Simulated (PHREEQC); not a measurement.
Make-up at 25 °C: 67 mmol/kgw Cu(BF4)2 and 2.4 mmol/kgw KCl. Closed to the air; pH follows from the charge balance.

The numbers come from PHREEQC with the ion-association model, wateq4f.dat.

```json
[
 {"quantity": "pH", "before": "2.61", "after": "2.69"},
 {"quantity": "ionic strength (mol/kgw)", "before": "0.204", "after": "0.203"},
 {"quantity": "HF (mol/kgw)", "before": "0.00775", "after": "0.00842"},
 {"quantity": "F- (mol/kgw)", "before": "0.00310", "after": "0.00407"},
 {"quantity": "H2F2 (mol/kgw)", "before": "0.000164", "after": "0.000194"},
 {"quantity": "HF2- (mol/kgw)", "before": "9.65e-5", "after": "0.000138"}
]
```

Q: What was changed between the two runs?
(A) temperature from 25 to 35 °C
(B) KCl left out
(C) diluted 2-fold with water
(D) Cu(BF4)2 from 0.067 to 0.0335 mol/kgw
(E) KCl replaced by KHF2 at the same molality

A: E, KCl replaced by KHF2 at the same molality

Precipitation was switched off in this run. Real BF4- forms and hydrolyses slowly; the run takes it at equilibrium.
